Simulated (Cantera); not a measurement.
Silicon carbide growth: CH3SiH3 + C3H8 + H2

A closed system holds: 1 mol CH3SiH3, 0.037 mol C3H8, 1.3 mol H2, equilibrated at 1100 °C and 1000 Pa.

Method: chemical equilibrium by Gibbs-energy minimisation in Cantera with the NASA 1993 tables (ideal gas, pure condensed phases). Candidate condensed phases: C, C6H6, C7H8, C8H18, Si, SiC; 87 gas species. The feed counts by its element totals alone. Equilibrium is a limit: real reactors are often held back by kinetics, nucleation or transport.

| Item | Result |
|---|---|
| x(H2) | 1.000 |
| x(CH4) | 5.03e-5 |
| x(H) | 3.34e-5 |
| x(C2H2 (acetylene)) | 1.73e-6 |
| n(C(graphite)) | 0.111 mol |
| n(SiC(s)) | 1.00 mol |
| gas amount | 4.448 mol |
| log10 activity of Si(s) (absent) | -2.37 |
